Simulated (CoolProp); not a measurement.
Vapour-liquid equilibrium of R22 (1) + R134a (2) at 24.55 °C; x and y are mole fractions of (1).

Model: multi-fluid Helmholtz-energy mixture model, Kamei 1995 and Tillner-Roth 1994; pair parameters Bell 2016, in CoolProp.

Give the bubble pressure and the first vapour's composition at x = 0.05, 0.35, 0.65. Is there an azeotrope?

x = 0.05: 6.803 bar, y = 0.077; x = 0.35: 8.087 bar, y = 0.444; x = 0.65: 9.187 bar, y = 0.721. No azeotrope shows between x = 0.05 and 0.95.

Pair parameters are fitted to limited data, so mixtures are less certain than the pure fluids.
